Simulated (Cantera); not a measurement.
Charge: 1 mol CF4, 1.3 mol H2, at 1.00 bar.

Cantera equilibrium calculation (NASA polynomials, part measured and part estimated; ideal gas, pure solids and liquids). Candidate condensed phases: C, C6H6, C7H8, C8H18; 95 gas species. The tables' values for C2F4 are old estimates; treat these amounts as uncertain. Gases not in the tables: C2F6 and larger saturated fluorocarbons. Kinetics and transport are ignored. All values below are at 2525 K.

Base state: HF 0.824, CF2 0.0820, CF4 0.0581, F 0.0293, CF3 0.00564, CF 0.00103, H 4.93e-5, CHF3 3.73e-5 (mole fractions); condensed: C(graphite).

Q: What changes in the equilibrium state with this change: pressure from 1.00 bar to 1.33 mbar?

A: 
```json
[
 {"species": "HF", "before": "0.824", "after": "0.653"},
 {"species": "F", "before": "0.0293", "after": "0.319"},
 {"species": "CF2", "before": "0.0820", "after": "0.0130"},
 {"species": "CF4", "before": "0.0581", "after": "1.94e-6"},
 {"species": "CF", "before": "0.00103", "after": "0.0112"},
 {"species": "C2F4", "before": "1.10e-5", "after": "<1e-9"},
 {"species": "CHF3", "before": "3.73e-5", "after": "6.24e-9"},
 {"species": "C3", "before": "7.30e-7", "after": "0.000548"},
 {"species": "C2", "before": "6.76e-8", "after": "5.07e-5"},
 {"species": "C", "before": "2.34e-7", "after": "0.000175"},
 {"species": "C(graphite), mol", "before": "0.537", "after": "0.896"}
]
```
